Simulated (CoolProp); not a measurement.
Vapour-liquid equilibrium of n-pentane (1) + benzene (2) at 67.55 °C; x and y are mole fractions of (1).

Values from CoolProp's multi-fluid Helmholtz-energy mixture model, Thol 2019 and Thol 2012; pair parameters Bell 2016.

```tsv
x	bubble pressure (kPa)	y at the bubble point	dew pressure at overall composition x (kPa)	liquid density (mol/L)
0.05	85.81	0.243	70.85	10.44
0.2	128.3	0.556	81.98	9.984
0.35	160.1	0.692	97.02	9.559
0.5	186.3	0.780	118.2	9.159
0.65	210.2	0.850	149.0	8.781
0.8	233.5	0.914	193.0	8.426
0.95	257.2	0.978	246.9	8.093
```

No azeotrope shows between x = 0.05 and 0.95.

Pair parameters are fitted to limited data, so mixtures are less certain than the pure fluids.
